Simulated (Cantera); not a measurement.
A closed system holds: 1 mol Si, 2.8 mol Cl2, 1.1 mol H2, 0.91 mol HCl, at 1400 °C and 5.20 bar.

These are equilibrium values from Cantera (NASA tables, ideal gas, pure condensed phases), not measurements of a reactor. Candidate condensed phases: Si; 19 gas species. The tables' values for SiCl3 are old estimates; treat these amounts as uncertain. The numbers say what is thermodynamically allowed, not how fast it happens.

Base state: HCl 0.680, SiCl4 0.233, H2 0.0610, SiCl3 0.0193, SiHCl3 0.00375, SiCl2 0.00334, Cl 0.000107, H 1.24e-5 (mole fractions); condensed: gas only.

What changes in the equilibrium state with this change: temperature from 1400 °C to 250 °C?


| species | before | after |
|---|---|---|
| HCl | 0.680 | 0.659 |
| SiCl4 | 0.233 | 0.262 |
| H2 | 0.0610 | 0.0787 |
| SiCl3 | 0.0193 | <1e-9 |
| SiCl2 | 0.00334 | <1e-9 |
| Cl | 0.000107 | <1e-9 |
| SiHCl3 | 0.00375 | 1.07e-7 |
| H | 1.24e-5 | <1e-9 |
| SiH2Cl2 | 1.04e-5 | <1e-9 |

What changes in the equilibrium state with this change: temperature from 1400 °C to 627 °C?


```
species    before    after
-------  --------  -------
HCl         0.680    0.659
SiCl4       0.233    0.262
H2         0.0610   0.0787
SiCl3      0.0193  5.79e-7
SiCl2     0.00334    <1e-9
Cl       0.000107    <1e-9
```
